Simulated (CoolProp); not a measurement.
Oxygen at 293.15 K and 9.35 MPa flows at 0.15 m/s in a round tube of 1 mm bore and 15 µm roughness, fully developed (64/Re and Nu = 3.66 if laminar; Colebrook and Gnielinski if turbulent). Each further row changes one setting.

Computed with CoolProp (reference Helmholtz-energy equation of state, Schmidt 1985).

| case | Reynolds number | Darcy friction factor | pressure drop (Pa/m) | heat-transfer coefficient (W/(m² K)) | mass flow (kg/h) |
|---|---|---|---|---|---|
| as stated | 858 | 0.0746 | ? | 112 | 0.0549 |
| velocity 0.3 m/s | 1720 | 0.0373 | 217 | 112 | ? |
| diameter 2 mm | 1720 | 0.0373 | ? | ? | ? |

Question: What belongs in the gaps?

Answer: 
- as stated, pressure drop (Pa/m): 109
- velocity 0.3 m/s, mass flow (kg/h): 0.110
- diameter 2 mm, pressure drop (Pa/m): 27.2
- diameter 2 mm, heat-transfer coefficient (W/(m² K)): 56.2
- diameter 2 mm, mass flow (kg/h): 0.219

Viscosity comes from a separate model (Lemmon 2004). Thermal conductivity comes from a separate model (Lemmon 2004).
